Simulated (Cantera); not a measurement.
Mixture: CH4 : H2 : O2 : N2 = 1 : 0.03 : 3.42 : 18.4 (molar parts), equivalence ratio 0.59, at 4280 Torr, adiabatic and at constant volume. Ignition delay is the time to a rise of 400 K.

Detailed kinetics in Cantera: GRI-Mech 3.0 (53 species, 325 reactions).

Question: At T0 = 1725 K, what is the delay, and which 6 reactions control it most (d ln τ / d ln k, from doubling and halving each rate constant)?

Answer: The delay is 44.3 µs.
```csv
reaction,d ln τ / d ln k,faster rate
H + O2 <=> O + OH,-0.39,shortens it
CH3 + O2 <=> CH3O + O,-0.36,shortens it
CH4 + H <=> CH3 + H2,0.21,lengthens it
2 CH3 (+M) <=> C2H6 (+M),0.17,lengthens it
CH3 + HO2 <=> CH3O + OH,-0.16,shortens it
2 CH3 <=> C2H5 + H,-0.11,shortens it
```
